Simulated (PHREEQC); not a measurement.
0.36 g of hydrous ferric oxide (600 m²/g; 0.2 weak and 0.005 strong sites per Fe, Dzombak-Morel constants, diffuse double layer) in 1 kg of water with 0.3 mol/kgw of an inert sodium salt, at 25 °C; the pH is set by adding NaOH or the inert anion's acid. Oxygen alone is held at its pressure in air (log pO2 = -0.68). CO2 from the air is kept out. Precipitation was switched off in this run.

Base run: PHREEQC, ion-association model, wateq4f.dat. Each further column changes one thing. The table gives surface charge σ (C/m²).

```
pH     base  background salt from 0.3 to 0.03 mol/kgw  oxide from 0.36 to 1.8 g/kgw  0.00092 mol/kgw NaH2PO4 added
---  ------  ----------------------------------------  ----------------------------  -----------------------------
3     0.368                                         ?                         0.368                              ?
4.5   0.318                                     0.213                         0.319                          0.023
5.5   0.210                                         ?                         0.211                         -0.007
7     0.066                                     0.028                         0.066                         -0.056
8.5  -0.021                                         ?                        -0.021                         -0.090
9.5  -0.087                                         ?                        -0.087                         -0.121
11   -0.244                                    -0.137                        -0.244                         -0.245
```

### Question
Complete the blanks.

### Answer

- 3, background salt from 0.3 to 0.03 mol/kgw: 0.350
- 3, 0.00092 mol/kgw NaH2PO4 added: 0.039
- 5.5, background salt from 0.3 to 0.03 mol/kgw: 0.111
- 8.5, background salt from 0.3 to 0.03 mol/kgw: -0.008
- 9.5, background salt from 0.3 to 0.03 mol/kgw: -0.038

The oxide is taken as insoluble; below pH 4 it would dissolve. H3PO4, which wateq4f.dat lacks, is added to it with the constant of phreeqc.dat.
